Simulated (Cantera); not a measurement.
## Equilibrium for silicon carbide growth: SiHCl3 + C3H8 + H2

Charge: 1 mol SiHCl3, 0.0055 mol C3H8, a varied amount of H2, held at 2250 K and 8.10 mbar.

Cantera equilibrium calculation (NASA polynomials, part measured and part estimated; ideal gas, pure solids and liquids). Candidate condensed phases: C, C6H6, C7H8, C8H18, Si, SiC; 109 gas species. The tables' values for SiCl, SiCl3 are old estimates; treat these amounts as uncertain. Gases not in the tables: Si2H6 and higher silanes. Rates play no part.

From 19 mol H2 to 540 mol H2 nothing is condensed. The main Si-bearing gas is Si throughout.

| n(H2) (mol) | x H2 | x HCl | x H | x Si | x SiCl2 | x Cl | x SiCl |
|---|---|---|---|---|---|---|---|
| 19 | 0.774 | 0.103 | 0.0726 | 0.0286 | 0.00981 | 0.00698 | 0.00306 |
| 84 | 0.879 | 0.0304 | 0.0774 | 0.00988 | 0.000261 | 0.00194 | 0.000293 |
| 150 | 0.897 | 0.0175 | 0.0781 | 0.00583 | 5.01e-5 | 0.00111 | 9.87e-5 |
| 210 | 0.904 | 0.0126 | 0.0784 | 0.00423 | 1.88e-5 | 0.000794 | 5.16e-5 |
| 280 | 0.908 | 0.00954 | 0.0786 | 0.00321 | 8.08e-6 | 0.000598 | 2.94e-5 |
| 340 | 0.910 | 0.00788 | 0.0787 | 0.00266 | 4.55e-6 | 0.000493 | 2.01e-5 |
| 410 | 0.912 | 0.00655 | 0.0788 | 0.00221 | 2.61e-6 | 0.000410 | 1.39e-5 |
| 470 | 0.913 | 0.00572 | 0.0788 | 0.00194 | 1.74e-6 | 0.000358 | 1.06e-5 |
| 540 | 0.914 | 0.00498 | 0.0789 | 0.00169 | 1.15e-6 | 0.000311 | 8.06e-6 |
x: gas mole fraction; nothing condenses.
